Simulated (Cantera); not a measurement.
Charge: 1 mol SiCl₄, 0.43 mol C₂H₄, 160 mol H₂, at 2127 °C and 10.0 mbar.

Cantera equilibrium calculation (NASA polynomials, part measured and part estimated; ideal gas, pure solids and liquids). Candidate condensed phases: C, C₆H₆, C₇H₈, C₈H₁₈, Si, SiC; 109 gas species. The tables' values for SiCl are old estimates; treat these amounts as uncertain. Gases not in the tables: Si₂H₆ and higher silanes. Rates play no part.

Base state: H₂ 0.825, H 0.145, HCl 0.0200, Si 0.00499, Cl 0.00250, C₂H₂ (acetylene) 0.00204, SiC₂ 0.000340, SiH 0.000140 (mole fractions); condensed: gas only.

Problem. What changes in the equilibrium state with this change: temperature from 2127 °C to 1377 °C?

Solution. 
```tsv
species	before	after
H₂	0.825	0.975
HCl	0.0200	0.0229
H	0.145	0.000897
Si	0.00499	1.17e-5
SiCl₂	1.78e-5	0.000834
SiC₂	0.000340	<1e-9
C₂H₂ (acetylene)	0.00204	3.58e-8
C₂H	2.05e-5	<1e-9
SiC(s), mol	0	0.860
```

Problem. What changes in the equilibrium state with this change: temperature from 2127 °C to 2252 °C?

Solution. 
```tsv
species	before	after
H₂	0.825	0.732
H	0.145	0.240
HCl	0.0200	0.0174
Si	0.00499	0.00488
C	2.37e-6	1.10e-5
SiCl₂	1.78e-5	5.09e-6
Si₂C	3.97e-5	1.17e-5
C₂H	2.05e-5	4.78e-5
SiH₂	1.33e-5	6.98e-6
```

Problem. What changes in the equilibrium state with this change: temperature from 2127 °C to 1327 °C?

Solution. 
| species | before | after |
|---|---|---|
| H₂ | 0.825 | 0.976 |
| HCl | 0.0200 | 0.0228 |
| SiCl₂ | 1.78e-5 | 0.000846 |
| H | 0.145 | 0.000537 |
| Si | 0.00499 | 4.47e-6 |
| SiC₂ | 0.000340 | <1e-9 |
| C₂H₂ (acetylene) | 0.00204 | 1.41e-8 |
| SiC(s), mol | 0 | 0.860 |
